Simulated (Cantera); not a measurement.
A closed system holds: 1 mol K2CO3, 0.093 mol H2, 0.13 mol O2, held at 1725 K and 4.20 bar.

Method: chemical equilibrium by Gibbs-energy minimisation in Cantera with the NASA 1993 tables (ideal gas, pure condensed phases). Candidate condensed phases: C, C6H6, C7H8, C8H18, H2O, K, KOH, KO2, K2CO3, K2O, K2O2; 116 gas species. Rates play no part.

What is the equilibrium state?


| Quantity | Value |
|---|---|
| x(O2) | 0.366 |
| x(H2O) | 0.295 |
| x(KOH) | 0.223 |
| x(CO2) | 0.113 |
| x(K2(OH)2) | 0.00138 |
| x(OH) | 0.000592 |
| x(K) | 0.000373 |
| x(KO) | 8.57e-5 |
| x(O) | 1.71e-5 |
| n(K2CO3(l)) | 0.974 mol |
| gas amount | 0.2279 mol |
| log10 activity of KOH(l) (absent) | -0.38 |
| log10 activity of K(l) (absent) | -4.32 |
| log10 activity of C(graphite) (absent) | -12.51 |
